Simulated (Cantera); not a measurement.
Equilibrium for halide evaporation, hydrolysis and transport: KCl + HCl + N2

A closed system holds: 1 mol KCl, 0.077 mol HCl, 0.12 mol N2, at 2075 K and 46.0 mbar.

These are equilibrium values from Cantera (NASA tables, ideal gas, pure condensed phases), not measurements of a reactor. Candidate condensed phases: K, KCl, NH4Cl; 17 gas species. Rates play no part.

The x(KCl) comes out as 0.826, the x(N2) comes out as 0.0997 and the x(HCl) is 0.0572. The x(Cl) comes out as 0.00944, the x(H2) is 0.00308 and the x(K) comes out as 0.00260. The x(K2Cl2) is 0.00127, the x(H) is 0.000689 and the x(Cl2) is 4.33e-6. The gas amount is 1.203 mol and the log10 activity of K(l) (absent) comes out as -5.76.
